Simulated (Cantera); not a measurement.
A Cantera script and what it prints.

```python
import numpy as np
import cantera as ct

gas_names = [...]  # 113 gases of nasa_gas.yaml made of C, H, O, Pb
cond_names = """
    C(gr) C6H6(L) C7H8(L) C8H18(L),n-octa H2O(s) H2O(L) Pb(cr) Pb(L) PbO(rd) PbO(yw) PbO(L) PbO2(s)
    Pb3O4(s)
""".split()


# ... load() reads the species with a 1 bar reference pressure and builds the phases ...
atoms = {
    'PbO': {'Pb': 1, 'O': 1},
    'C': {'C': 1},
    'H2': {'H': 2},
}
top_T = {'C(gr)': 4500, 'Pb3O4(s)': 820}  # K; cautious upper limits of use, not melting points


# ... equilibrate(T, P, feed) seeds the gas with the atoms and calls Mixture.equilibrate('TP', solver="vcs", rtol=1e-11, max_steps=5000) ...
results = []
feed = {'PbO': 1, 'C': 4.1, 'H2': 16}  # mol
T = 2250  # K
P = 160  # Pa
mix = equilibrate(T, P, feed)
results.append((T, P, feed, dict(zip(mix.species_names, mix.species_moles))))
x = sorted(zip(gas.X, gas.species_names), reverse=True)
print(f"T = {T:g} K  P = {P:g} Pa  gas = {mix.phase_moles(0):.4g} mol")
print("   x: " + "  ".join(f"{s} {v:.3e}" for v, s in x if v > 1e-05))
print("   condensed (mol): " + ("  ".join(f"{mix.phase(i).name} {mix.phase_moles(i):.4g}"
      for i in range(1, mix.n_phases) if mix.phase_moles(i) > 1e-12) or "none"))
```

Result:

```
T = 2250 K  P = 160 Pa  gas = 19.56 mol
   x: H2 7.360e-01  H 1.593e-01  CO 5.113e-02  Pb 5.113e-02  C2H2,acetylene 2.464e-03  C2H 2.116e-05
   condensed (mol): C(gr) 3.002
```

Cantera equilibrium calculation (NASA polynomials, part measured and part estimated; ideal gas, pure solids and liquids).
